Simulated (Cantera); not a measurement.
A perfectly stirred reactor is fed with H₂ : O₂ = 0.095 : 1 (molar parts), at 0.0128 atm; it is held at 1125 K, and followed from long to short residence time.

Detailed kinetics in Cantera: GRI-Mech 3.0 (53 species, 325 reactions). Radical loss at walls, strong at low pressure, is not modelled. The temperature is held fixed by assumption; the heat of reaction is taken as removed at once.

### Question
What does this change do: O2 1 to 0.79 parts?

### Answer
```json
[
 {"quantity": "x(H₂) at τ = 11.0 s", "before": "8.16e-5", "after": "9.73e-5"},
 {"quantity": "x(O₂) at τ = 11.0 s", "before": "0.909", "after": "0.886"},
 {"quantity": "x(H₂O) at τ = 11.0 s", "before": "0.0903", "after": "0.113"},
 {"quantity": "x(HO₂) at τ = 11.0 s", "before": "1.26e-6", "after": "1.50e-6"},
 {"quantity": "x(OH) at τ = 11.0 s", "before": "0.000481", "after": "0.000534"},
 {"quantity": "x(H₂) at τ = 63.0 ms", "before": "0.00180", "after": "0.00220"},
 {"quantity": "x(O₂) at τ = 63.0 ms", "before": "0.894", "after": "0.871"},
 {"quantity": "x(H₂O) at τ = 63.0 ms", "before": "0.0846", "after": "0.106"},
 {"quantity": "x(HO₂) at τ = 63.0 ms", "before": "5.57e-6", "after": "6.53e-6"},
 {"quantity": "x(OH) at τ = 63.0 ms", "before": "0.00267", "after": "0.00298"}
]
```

### Question
What does this change do: pressure from 0.0128 atm to 0.0263 atm?

### Answer
| quantity | before | after |
|---|---|---|
| x(H₂) at τ = 11.0 s | 8.16e-5 | 5.64e-5 |
| x(O₂) at τ = 11.0 s | 0.909 | 0.909 |
| x(H₂O) at τ = 11.0 s | 0.0903 | 0.0905 |
| x(HO₂) at τ = 11.0 s | 1.26e-6 | 1.34e-6 |
| x(OH) at τ = 11.0 s | 0.000481 | 0.000295 |
| x(H₂) at τ = 63.0 ms | 0.00180 | 0.00126 |
| x(O₂) at τ = 63.0 ms | 0.894 | 0.903 |
| x(H₂O) at τ = 63.0 ms | 0.0846 | 0.0876 |
| x(HO₂) at τ = 63.0 ms | 5.57e-6 | 8.94e-6 |
| x(OH) at τ = 63.0 ms | 0.00267 | 0.00174 |
